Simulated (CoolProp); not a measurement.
R22 at several states: Z from the reference equation and from simpler models built on Tc = 369.3 K, pc = 4.990 MPa, ω = 0.221; each cubic takes its own stable root.

Model: reference Helmholtz-energy equation of state, Kamei 1995, in CoolProp.

| T (K) | p (MPa) | phase | reference |
|---|---|---|---|
| 182.2 | 0.445 | liquid | 0.01641 |
| 382.3 | 0.782 | gas | 0.9505 |
| 201.5 | 2.65 | liquid | 0.09119 |
| 332 | 0.109 | gas | 0.9891 |
| 477.4 | 0.505 | gas | 0.9861 |
| 371 | 6.3 | supercritical | 0.2184 |

Question: How far does each simpler model (van der Waals, Redlich-Kwong, Soave-Redlich-Kwong, Peng-Robinson) lie from the reference over these 6 states: mean and median of the absolute difference, and the worst?

Answer: 
- van der Waals: mean 29.9 %, median 22.9 %, worst +67.2 % at 182.2 K and 0.445 MPa
- Redlich-Kwong: mean 8.1 %, median 6.4 %, worst +22.9 % at 371 K and 6.3 MPa
- Soave-Redlich-Kwong: mean 7.5 %, median 5.2 %, worst +23.5 % at 371 K and 6.3 MPa
- Peng-Robinson: mean 2.7 %, median 1.0 %, worst +11.9 % at 371 K and 6.3 MPa
